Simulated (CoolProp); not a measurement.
Vapour-liquid equilibrium of ethanol (1) + dimethyl carbonate (2) at 5.22 bar; x and y are mole fractions of (1).

Model: multi-fluid Helmholtz-energy mixture model, Schroeder 2014 and Zhou 2011; pair parameters Bell 2016, in CoolProp.

```tsv
x	bubble temperature, mixture model (K)	bubble temperature, Raoult's law (K)	y, mixture model	y, Raoult's law
0.05	419.1	423.0	0.156	0.094
0.125	412.8	420.1	0.312	0.218
0.2	408.5	417.5	0.417	0.325
0.275	405.4	415.2	0.493	0.421
0.35	403.3	413.1	0.551	0.506
0.425	401.7	411.1	0.598	0.583
0.5	400.5	409.3	0.639	0.653
0.575	399.7	407.6	0.677	0.716
0.65	399.0	406.1	0.715	0.775
0.725	398.6	404.6	0.756	0.830
0.8	398.5	403.2	0.802	0.880
0.875	398.6	401.9	0.860	0.928
0.95	399.2	400.7	0.935	0.972
```

The largest gap from Raoult's law is -9.8 K in bubble temperature, at x = 0.35. y crosses x between x = 0.8 and 0.875: the model has an azeotrope there.

The pair parameters rest on a limited set of measurements; away from them the model extrapolates.
